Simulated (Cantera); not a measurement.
Input: 1 mol Fe2O3, 1200 mol H2, at 0.0130 bar.

Equilibrium computed with Cantera from the NASA thermochemical tables; the gas is ideal and each condensed phase is pure. Candidate condensed phases: Fe, FeO, Fe(OH)2, Fe(OH)3, Fe2O3, Fe3O4, H2O; 12 gas species. The numbers say what is thermodynamically allowed, not how fast it happens.

x: gas mole fraction; n: condensed amount in mol.

| T (K) | x H2 | x H2O | x H | x Fe | n Fe(γ) | n Fe(δ) |
|---|---|---|---|---|---|---|
| 1273 | 0.997 | 0.00250 | [?] | 3.83e-8 | 2.00 | 0 |
| 1348 | 0.997 | 0.00250 | [?] | 3.14e-7 | 2.00 | 0 |
| 1423 | 0.997 | 0.00250 | [?] | 2.05e-6 | 2.00 | 0 |
| 1498 | 0.997 | 0.00250 | [?] | 1.11e-5 | 1.99 | 0 |
| 1573 | 0.997 | 0.00250 | [?] | 5.06e-5 | 1.94 | 0 |
| 1648 | 0.997 | 0.00250 | [?] | 0.000201 | 1.76 | 0 |
| 1723 | 0.995 | 0.00250 | [?] | 0.000702 | 0 | 1.16 |

Task: Complete the blanks.

Result: 
- 1273, x H: 6.25e-6
- 1348, x H: 2.03e-5
- 1423, x H: 5.82e-5
- 1498, x H: 0.000151
- 1573, x H: 0.000356
- 1648, x H: 0.000780
- 1723, x H: 0.00160
